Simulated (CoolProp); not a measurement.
Vapour-liquid equilibrium of CH2F2 (R32) (1) + R236EA (2) at 497 kPa; x and y are mole fractions of (1).

Computed with CoolProp (multi-fluid Helmholtz-energy mixture model, Tillner-Roth 1997 and Rui 2013; pair parameters Bell 2016).

| x | bubble temperature, mixture model (K) | bubble temperature, Raoult's law (K) | y, mixture model | y, Raoult's law |
|---|---|---|---|---|
| 0.05 | 319.7 | 317.0 | 0.191 | 0.274 |
| 0.2 | 302.6 | 297.8 | 0.578 | 0.673 |
| 0.35 | 289.4 | 285.3 | 0.777 | 0.832 |
| 0.5 | 279.2 | 276.5 | 0.881 | 0.909 |
| 0.65 | 271.4 | 269.8 | 0.939 | 0.952 |
| 0.8 | 265.2 | 264.4 | 0.973 | 0.979 |
| 0.95 | 260.1 | 260.0 | 0.995 | 0.996 |

The largest gap from Raoult's law is +4.8 K in bubble temperature, at x = 0.2. No azeotrope shows between x = 0.05 and 0.95.

Pair parameters are fitted to limited data, so mixtures are less certain than the pure fluids.
